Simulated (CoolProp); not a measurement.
Vapour-liquid equilibrium of R22 (1) + R113 (2) at 274.4 K; x and y are mole fractions of (1).

Values from CoolProp's multi-fluid Helmholtz-energy mixture model, Kamei 1995 and Marx 1992; pair parameters Bell 2016.

Problem. Give the bubble pressure and the first vapour's composition at x = 0.05, 0.575, 0.8. Is there an azeotrope?

Solution. x = 0.05: 0.4551 bar, y = 0.661; x = 0.575: 3.300 bar, y = 0.973; x = 0.8: 4.232 bar, y = 0.987. No azeotrope shows between x = 0.05 and 0.95.

The pair parameters rest on a limited set of measurements; away from them the model extrapolates.
